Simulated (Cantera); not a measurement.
A freely propagating, adiabatic, planar premixed flame of H2 : O2 : N2 = 1 : 0.641 : 3.01 (molar parts), equivalence ratio 0.78, unburnt at 475 K and 653 Torr; mixture-averaged transport, grid criteria slope 0.08 and curve 0.16, no radiation.

Computed with Cantera and the H2/O2 subset of GRI-Mech 3.0, which has no nitrogen chemistry. Burning velocities carry a grid error of a few per cent, more on coarse grids.

How do the results move with these cheaper or finer settings: unity-Lewis-number transport; multicomponent transport; multicomponent+Soret transport; grid criteria slope 0.5, curve 1; grid criteria slope 0.25, curve 0.5; grid criteria slope 0.03, curve 0.06?


| setting | laminar burning velocity | thermal thickness | peak x(H2O2) | peak x(HO2) | grid points |
|---|---|---|---|---|---|
| as above | 276 cm/s | 0.517 mm | 3.57e-5 | 0.000298 | 112 |
| unity-Lewis-number transport | 215 cm/s | 0.395 mm | 1.30e-5 | 0.000220 | 102 |
| multicomponent transport | 272 cm/s | 0.512 mm | 3.66e-5 | 0.000300 | 113 |
| multicomponent+Soret transport | 250 cm/s | 0.506 mm | 3.73e-5 | 0.000295 | 113 |
| grid criteria slope 0.5, curve 1 | 321 cm/s | 0.624 mm | 2.95e-5 | 0.000282 | 34 |
| grid criteria slope 0.25, curve 0.5 | 294 cm/s | 0.551 mm | 3.33e-5 | 0.000293 | 49 |
| grid criteria slope 0.03, curve 0.06 | 273 cm/s | 0.509 mm | 3.66e-5 | 0.000301 | 260 |
Unity Lewis numbers drop preferential diffusion, which matters most where H2 and H carry the flame; Soret adds thermal diffusion.
